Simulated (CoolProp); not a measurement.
Properties of n-undecane along the isotherm 607.8 K (Tc = 638.8 K, pc = 1.990 MPa, ω = 0.539).

The numbers come from the reference Helmholtz-energy equation of state, Aleksandrov 2011 in CoolProp. It is a short technical equation, of lower accuracy than the large ones.

```
p (MPa)   phase  speed of sound (m/s)  Joule-Thomson coefficient (K/MPa)  isothermal compressibility (1/MPa)
-------  ------  --------------------  ---------------------------------  ----------------------------------
0.0157      gas                 180.9                                [?]                               63.93
0.0358      gas                 180.0                              9.790                               28.17
0.0815      gas                 178.1                              9.959                               12.51
0.185       gas                 173.7                              10.37                               5.665
0.422       gas                 162.7                              11.53                                 [?]
0.961       gas                 130.1                                [?]                               1.563
2.19     liquid                 263.0                                [?]                                 [?]
4.98     liquid                 366.0                             0.3735                             0.01835
```

Task: What belongs in the gaps?

Result: 
- 0.0157, Joule-Thomson coefficient (K/MPa): 9.718
- 0.422, isothermal compressibility (1/MPa): 2.673
- 0.961, Joule-Thomson coefficient (K/MPa): 16.48
- 2.19, Joule-Thomson coefficient (K/MPa): 1.056
- 2.19, isothermal compressibility (1/MPa): 0.04021
